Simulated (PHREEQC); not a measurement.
1 kg of water holding 0.0048 mol/kgw MgCl2, 0.33 mol/kgw NaCl, 0.0066 mol/kgw CaCl2, 0.0033 mol/kgw KCl and 0.0035 mol/kgw SrCl2 is evaporated at 20 °C; the solids stay in contact with the brine. The system is closed to CO2. Solids allowed: Bischofite, Brucite, Carnallite, Halite, Portlandite, Sylvite, MgCl2_4H2O. Others were left out.

The series has 28 steps of water left (kg), from 1 to 0.005012.

All values are PHREEQC results (Pitzer model, pitzer.dat), not measurements.

**Question.** Which solids form, in which order, and at which step of the series does each first stand?

**Answer.** Halite from water left = 0.05275 kg.
